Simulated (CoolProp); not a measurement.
A Linde-Hampson liquefier for oxygen: isothermal reversible compression at 230 K from 1 atm to 15 MPa, throttling to 1 atm, return gas leaving the recuperator 10 K below the feed. Each further row changes one setting.

The numbers come from the reference Helmholtz-energy equation of state, Schmidt 1985 in CoolProp.

| case | liquid yield per pass | compression work (kJ/kg of gas) |
|---|---|---|
| as stated | 0.159 | 283 |
| high pressure 30 MPa | 0.253 | 316 |
| warm-end temperature 260 K | 0.103 | 327 |
| warm-end gap 15 K | 0.147 | 283 |
